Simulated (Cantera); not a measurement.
## Moist CO burnout

An isothermal, constant-pressure homogeneous reactor starts with CO : O2 : H2O : N2 = 0.028 : 0.057 : 0.031 : 1 (molar parts), equivalence ratio 0.25, at 1150 K and 81000 Pa.

Model: GRI-Mech 3.0 (53 species, 325 reactions), integrated in Cantera.

| t (s) | x CO | x O2 | x H2O | x CO2 | x H | x OH | x O |
|---|---|---|---|---|---|---|---|
| 0.000100 | 0.0251 | 0.0511 | 0.0278 | 2.92e-9 | 1.73e-10 | 3.11e-10 | 2.25e-9 |
| 0.000209 | 0.0251 | 0.0511 | 0.0278 | 9.83e-9 | 7.35e-10 | 1.20e-9 | 6.07e-9 |
| 0.000436 | 0.0251 | 0.0511 | 0.0278 | 6.08e-8 | 4.44e-9 | 7.00e-9 | 2.96e-8 |
| 0.000911 | 0.0251 | 0.0511 | 0.0278 | 1.42e-6 | 9.77e-8 | 1.53e-7 | 6.14e-7 |
| 0.00190 | 0.0244 | 0.0507 | 0.0277 | 0.000647 | 4.33e-5 | 5.58e-5 | 0.000182 |
| 0.00397 | 0.0123 | 0.0448 | 0.0276 | 0.0130 | 0.000118 | 0.000150 | 0.000327 |
| 0.00829 | 0.00409 | 0.0409 | 0.0279 | 0.0213 | 2.52e-5 | 8.78e-5 | 0.000104 |
| 0.0173 | 0.00114 | 0.0395 | 0.0281 | 0.0243 | 3.93e-6 | 4.77e-5 | 2.72e-5 |
| 0.0362 | 0.000274 | 0.0391 | 0.0281 | 0.0251 | 5.08e-7 | 2.54e-5 | 6.27e-6 |
| 0.0755 | 5.74e-5 | 0.0390 | 0.0281 | 0.0254 | 5.63e-8 | 1.31e-5 | 1.35e-6 |
| 0.158 | 1.11e-5 | 0.0390 | 0.0281 | 0.0254 | 5.82e-9 | 6.54e-6 | 2.93e-7 |
| 0.329 | 1.98e-6 | 0.0390 | 0.0281 | 0.0254 | 6.27e-10 | 3.30e-6 | 7.02e-8 |
| 0.688 | 3.13e-7 | 0.0390 | 0.0281 | 0.0254 | 7.79e-11 | 1.76e-6 | 1.95e-8 |
| 1.44 | 3.78e-8 | 0.0390 | 0.0281 | 0.0254 | 1.35e-11 | 1.04e-6 | 6.70e-9 |
| 3.00 | 3.26e-9 | 0.0390 | 0.0281 | 0.0254 | 4.49e-12 | 7.25e-7 | 3.28e-9 |
x: mole fraction; the columns are a selection and need not sum to one.

Equilibrium at this temperature and pressure: CO 7.35e-10, O2 0.0390, H2O 0.0281, CO2 0.0254, H 2.18e-12, OH 5.42e-7, O 1.84e-9 (gas phase only).
